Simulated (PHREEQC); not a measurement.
Model water analysis in mmol/kgw, 45 °C, pH 6.4: Na 96.9; K 20.7; Ca 7.67; Mg 37.2; Cl 205; S(6) 3.38; Alkalinity (meq/kgw) 0.0214; Li 2.97.

Valence states are taken as typed.

Equilibrium calculation in PHREEQC: Pitzer model, pitzer.dat.

Each row changes one thing in this solution. This is a speciation only: nothing precipitates in the calculation.

```json
[
 {"case": "as made", "HCO3- (mol/kgw)": "2.15e-5", "CO2 (mol/kgw)": "1.10e-5", "MgOH+ (mol/kgw)": "2.37e-7", "HSO4- (mol/kgw)": "4.73e-8", "MgCO3 (mol/kgw)": "2.85e-8", "CO3-2 (mol/kgw)": "1.57e-8", "SI of Gypsum (CaSO4:2H2O)": "-1.35"},
 {"case": "pH from 6.4 to 6.1 at the same alkalinity", "HCO3- (mol/kgw)": "2.23e-5", "CO2 (mol/kgw)": "2.27e-5", "MgOH+ (mol/kgw)": "1.19e-7", "HSO4- (mol/kgw)": "9.43e-8", "MgCO3 (mol/kgw)": "1.48e-8", "CO3-2 (mol/kgw)": "8.17e-9", "SI of Gypsum (CaSO4:2H2O)": "-1.35"},
 {"case": "temperature from 45 to 10 °C at the same typed pH", "HCO3- (mol/kgw)": "2.19e-5", "CO2 (mol/kgw)": "1.73e-5", "MgOH+ (mol/kgw)": "1.24e-8", "HSO4- (mol/kgw)": "1.90e-8", "MgCO3 (mol/kgw)": "(withheld)", "CO3-2 (mol/kgw)": "7.82e-9", "SI of Gypsum (CaSO4:2H2O)": "-1.30"},
 {"case": "Cl from 205 to 615 mmol/kgw", "HCO3- (mol/kgw)": "(withheld)", "CO2 (mol/kgw)": "1.04e-5", "MgOH+ (mol/kgw)": "2.28e-7", "HSO4- (mol/kgw)": "3.38e-8", "MgCO3 (mol/kgw)": "(withheld)", "CO3-2 (mol/kgw)": "2.47e-8", "SI of Gypsum (CaSO4:2H2O)": "-1.46"}
]
```

Question: What belongs in the gaps?

Answer: 
- temperature from 45 to 10 °C at the same typed pH, MgCO3 (mol/kgw): 1.03e-8
- Cl from 205 to 615 mmol/kgw, HCO3- (mol/kgw): 2.14e-5
- Cl from 205 to 615 mmol/kgw, MgCO3 (mol/kgw): 3.30e-8

Away from 25 °C the constants follow the database's enthalpies or fits; those with neither stay at their 25 °C values.
